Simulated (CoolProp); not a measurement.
Vapour-liquid equilibrium of dimethyl ether (1) + ethanol (2) at 0.00947 MPa; x and y are mole fractions of (1).

Computed with CoolProp (multi-fluid Helmholtz-energy mixture model, Wu 2011 and Schroeder 2014; pair parameters Bell 2016).

Q: Give the bubble temperature and the first vapour's composition at x = 0.35, 0.8, 0.95. Is there an azeotrope?

A: x = 0.35: 215.0 K, y = 0.999; x = 0.8: 207.4 K, y = 1.000; x = 0.95: 205.6 K, y = 1.000. No azeotrope shows between x = 0.05 and 0.95.

The pair parameters rest on a limited set of measurements; away from them the model extrapolates. With so large a gap from Raoult's law the liquid may split in two, which this calculation doesn't test in full.
